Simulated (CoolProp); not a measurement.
Computed with CoolProp (reference Helmholtz-energy equation of state, Gao 2020).

Question: Give the vapour pressure (MPa), enthalpy of vaporisation (kJ/kg), liquid conductivity (mW/(m K)) of saturated ammonia at 248.6, 299.8 K.

Answer: 
```
T (K)  p (MPa)  enthalpy of vaporisation (kJ/kg)  liquid conductivity (mW/(m K))
-----  -------  --------------------------------  ------------------------------
248.6    0.155                              1340                             636
299.8     1.05                              1160                             481
```

Thermal conductivity comes from a separate model (Tufeu 1984).
